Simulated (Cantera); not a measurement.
Cantera run:

```python
import numpy as np
import cantera as ct

gas_names = [...]  # 92 gases of nasa_gas.yaml made of C, H, N
cond_names = """
    C(gr) C6H6(L) C7H8(L) C8H18(L),n-octa
""".split()


# ... load() reads the species with a 1 bar reference pressure and builds the phases ...
atoms = {
    'C2H2': {'C': 2, 'H': 2},
    'NH3': {'N': 1, 'H': 3},
    'H2': {'H': 2},
}
top_T = {'C(gr)': 4500}  # K; cautious upper limits of use, not melting points


# ... equilibrate(T, P, feed) seeds the gas with the atoms and calls Mixture.equilibrate('TP', solver="vcs", rtol=1e-11, max_steps=5000) ...
results = []
feed = {'C2H2': 1, 'NH3': 0.65, 'H2': 13}  # mol
T = 1148.15  # K
for P in [10, 46, 220, 1000, 4600, 22000, 100000, 460000, 2200000, 10000000]:
    mix = equilibrate(T, P, feed)
    results.append((T, P, feed, dict(zip(mix.species_names, mix.species_moles))))

top = {s: max(r[3][s] / sum(r[3][g] for g in gas_names) for r in results) for s in gas_names}
cols = sorted((s for s in top if top[s] > 1e-06), key=lambda s: -top[s])[:7]
seen = [c for c in cond_names if any(r[3].get(c, 0) > 1e-12 for r in results)]
print("log10 of partial pressures in bar; condensed amounts in mol")
print(f"{'P/Pa':>10s}" + "".join(f"{s[:9]:>10s}" for s in cols + seen))
for T, P, feed, n in results:
    ng = sum(n[g] for g in gas_names)
    print(f"{P:10.4g}" + "".join(f"{np.log10(max(n[s] / ng * P / 1e5, 1e-99)):10.3f}" for s in cols)
          + "".join(f"{n.get(c, 0):10.4g}" for c in seen))
```

Output:

```
log10 of partial pressures in bar; condensed amounts in mol
      P/Pa        H2       CH4        N2       NH3      C2H6         H       HCN     C(gr)
        10    -4.009    -9.643    -5.673   -12.459   -18.534    -9.148    -9.230         2
        46    -3.347    -8.317    -5.010   -11.134   -16.546    -8.817    -8.567         2
       220    -2.667    -6.958    -4.330    -9.774   -14.507    -8.477    -7.887     1.999
      1000    -2.009    -5.643    -3.673    -8.459   -12.535    -8.148    -7.230     1.996
      4600    -1.347    -4.318    -3.010    -7.134   -10.548    -7.817    -6.567     1.984
   2.2e+04    -0.669    -2.962    -2.328    -5.777    -8.514    -7.478    -5.887     1.924
     1e+05    -0.019    -1.663    -1.664    -4.470    -6.564    -7.153    -5.230     1.674
   4.6e+05     0.612    -0.400    -0.975    -3.178    -4.670    -6.837    -4.570    0.7802
   2.2e+06     1.259     0.520    -0.275    -1.858    -3.477    -6.514    -4.270         0
     1e+07     1.916     1.178     0.364    -0.554    -2.817    -6.186    -4.278         0
```

Cantera equilibrium calculation (NASA polynomials, part measured and part estimated; ideal gas, pure solids and liquids). The ideal-gas law is rough above about 30 bar.
